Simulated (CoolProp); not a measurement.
Properties of C2F6 (R116) along the isotherm 425 K.

Values from CoolProp's reference Helmholtz-energy equation of state, Lemmon 2006. It is a short technical equation, of lower accuracy than the large ones.

```csv
p (bar),phase,Z,cp (kJ/(kg K)),speed of sound (m/s),conductivity (mW/(m K)),fugacity coefficient
0.964,gas,0.9974,0.9397,165.1,24.7,0.9974
2.19,gas,0.9941,0.9415,164.6,24.7,0.9941
4.99,gas,0.9865,0.9458,163.7,24.8,0.9866
11.4,gas,0.9697,0.9563,161.6,25.0,0.9698
25.9,gas,0.9335,0.9837,157.6,25.6,0.9337
58.8,supercritical,0.8659,1.061,153.4,27.8,0.8617
134,supercritical,0.8455,1.174,182.9,35.7,0.7553
305,supercritical,1.198,1.137,311.6,49.8,0.7439
```

Thermal conductivity comes from a separate model (Huber 2003), an estimate that may be off by 10 % or more.
